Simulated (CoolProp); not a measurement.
The numbers come from the reference Helmholtz-energy equation of state, Thol 2018 in CoolProp.

### Question
For hydrogen chloride, give the phase and the cp (kJ/(kg K)) at 393.8 K and 0.158 MPa; 289 K and 37.1 MPa.

### Answer
- 393.8 K and 0.158 MPa: gas; cp 0.805
- 289 K and 37.1 MPa: liquid; cp 1.64
